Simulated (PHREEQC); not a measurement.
Acid rinse or clean: speciation

Consider water at 31 °C with 0.14 mol HF and 0.09 mol CuSO4 per kg of water. Closed to the air; pH follows from the charge balance.

Computed with PHREEQC (ion-association model, wateq4f.dat).

This is a speciation only: nothing precipitates in the calculation.

Estimate the pH, ionic strength.

pH 2.20; ionic strength 0.198 mol/kgw.

In which forms is Cu present?

Cu+2 54 %, CuSO4 42 %, CuF+ 3.8 % of the Cu.

wateq4f.dat counts part of the HF as a dimer, H2F2, which phreeqc.dat doesn't know; its constant is uncertain.
